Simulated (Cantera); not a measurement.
**Equilibrium for nitride etching: AlN + Cl2 + H2**

Input: 1 mol AlN, 7.8 mol Cl2, 6.8 mol H2, equilibrated at 4.50 mbar.

Equilibrium computed with Cantera from the NASA thermochemical tables; the gas is ideal and each condensed phase is pure. Candidate condensed phases: Al, AlCl3, AlN, NH4Cl; 20 gas species. The tables' values for AlCl2 are old estimates; treat these amounts as uncertain. The numbers say what is thermodynamically allowed, not how fast it happens.

| T (°C) | log p HCl | log p AlCl3 | log p Cl | log p H2 | log p N2 | log p AlCl2 |
|---|---|---|---|---|---|---|
| 1002 | -2.41 | -3.51 | -6.71 | -3.81 | -3.81 | -6.92 |
| 1052 | -2.41 | -3.51 | -6.37 | -3.81 | -3.81 | -6.61 |
| 1102 | -2.41 | -3.51 | -6.05 | -3.81 | -3.81 | -6.32 |
| 1152 | -2.41 | -3.51 | -5.76 | -3.81 | -3.81 | -6.05 |
| 1202 | -2.41 | -3.51 | -5.48 | -3.81 | -3.81 | -5.79 |
| 1252 | -2.41 | -3.52 | -5.23 | -3.81 | -3.81 | -5.56 |
| 1302 | -2.41 | -3.52 | -4.99 | -3.81 | -3.81 | -5.34 |
| 1352 | -2.41 | -3.52 | -4.77 | -3.80 | -3.81 | -5.14 |
| 1402 | -2.41 | -3.53 | -4.56 | -3.80 | -3.81 | -4.95 |
| 1452 | -2.42 | -3.54 | -4.36 | -3.79 | -3.82 | -4.77 |
| 1502 | -2.42 | -3.56 | -4.18 | -3.78 | -3.82 | -4.61 |
| 1552 | -2.42 | -3.59 | -4.01 | -3.78 | -3.82 | -4.47 |
| 1602 | -2.43 | -3.63 | -3.85 | -3.76 | -3.82 | -4.35 |
| 1652 | -2.44 | -3.69 | -3.70 | -3.75 | -3.83 | -4.25 |
log p: log10 of the partial pressure in bar; nothing condenses.

From 1002 °C to 1652 °C nothing is condensed. The main Al-bearing gas is AlCl3 throughout.
